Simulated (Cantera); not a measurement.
What does this Cantera script print?

```python
import numpy as np
import cantera as ct

gas = ct.Solution("gri30.yaml")
gas.TPX = 1525, 88000, {'H2': 1, 'O2': 0.5, 'N2': 1.88, 'NO': 0.0087}
reactor = ct.IdealGasReactor(gas, energy="on", clone=False)
net = ct.ReactorNet([reactor])
net.rtol, net.atol = 1e-08, 1e-16
show = ['H2', 'O2', 'NO', 'N2', 'N2O', 'O']
times = np.geomspace(3e-06, 0.2, 15)

steps = ct.SolutionArray(gas, extra=["t"])
rows = []
print(f"{'t/s':>10s}{'T/K':>9s}{'P/Pa':>11s}" + "".join(f"{s:>11s}" for s in show))
for t in times:
    while net.time < t:
        t_next = net.step()
        steps.append(gas.state, t=t_next)
    rows.append([np.interp(t, steps.t, y) for y in (steps.T, steps.P, *steps(*show).X.T)])
    print(f"{t:10.3e}{rows[-1][0]:9.1f}{rows[-1][1]:11.4g}" + "".join(f"{x:11.3e}" for x in rows[-1][2:]))
rate = np.gradient(steps.T, steps.t)
print("integrator steps:", len(steps.t))
if steps.T.max() > steps.T[0] + 200:
    print(f"time of steepest temperature rise: {steps.t[rate.argmax()]:.4e} s")
gas.TPX = 1525, 88000, {'H2': 1, 'O2': 0.5, 'N2': 1.88, 'NO': 0.0087}
gas.equilibrate("UV")
print(f"equilibrium (UV): T = {gas.T:.1f} K  " + "  ".join(f"{s} {gas[s].X[0]:.3e}" for s in show))
```

It prints:

```
       t/s      T/K       P/Pa         H2         O2         NO         N2        N2O          O
 3.000e-06   1525.0    8.8e+04  2.951e-01  1.475e-01  2.567e-03  5.548e-01  1.581e-09  7.144e-07
 6.633e-06   1525.2  8.801e+04  2.948e-01  1.474e-01  2.567e-03  5.548e-01  1.104e-08  2.861e-05
 1.466e-05   1771.1  1.012e+05  7.258e-02  4.566e-02  2.593e-03  5.601e-01  6.642e-08  2.765e-02
 3.242e-05   2442.9  1.337e+05  6.609e-02  2.826e-02  2.780e-03  5.851e-01  1.044e-07  2.300e-02
 7.168e-05   2904.8   1.54e+05  5.950e-02  2.106e-02  3.487e-03  6.036e-01  4.291e-07  1.391e-02
 1.585e-04   2985.3  1.573e+05  5.769e-02  1.903e-02  5.859e-03  6.061e-01  6.260e-07  1.195e-02
 3.504e-04   2981.5   1.57e+05  5.834e-02  1.805e-02  9.245e-03  6.046e-01  6.756e-07  1.147e-02
 7.746e-04   2978.8  1.569e+05  5.878e-02  1.744e-02  1.142e-02  6.036e-01  7.199e-07  1.116e-02
 1.713e-03   2978.4  1.568e+05  5.885e-02  1.735e-02  1.173e-02  6.035e-01  7.272e-07  1.112e-02
 3.786e-03   2978.4  1.568e+05  5.885e-02  1.735e-02  1.174e-02  6.035e-01  7.272e-07  1.112e-02
 8.371e-03   2978.4  1.568e+05  5.885e-02  1.735e-02  1.174e-02  6.035e-01  7.272e-07  1.112e-02
 1.851e-02   2978.4  1.568e+05  5.885e-02  1.735e-02  1.174e-02  6.035e-01  7.272e-07  1.112e-02
 4.092e-02   2978.4  1.568e+05  5.885e-02  1.735e-02  1.174e-02  6.035e-01  7.272e-07  1.112e-02
 9.046e-02   2978.4  1.568e+05  5.885e-02  1.735e-02  1.174e-02  6.035e-01  7.272e-07  1.112e-02
 2.000e-01   2978.4  1.568e+05  5.885e-02  1.735e-02  1.174e-02  6.035e-01  7.272e-07  1.112e-02
integrator steps: 1293
time of steepest temperature rise: 1.3581e-05 s
equilibrium (UV): T = 2978.4 K  H2 5.885e-02  O2 1.735e-02  NO 1.174e-02  N2 6.035e-01  N2O 7.272e-07  O 1.112e-02
```

Model: GRI-Mech 3.0 (53 species, 325 reactions), integrated in Cantera.
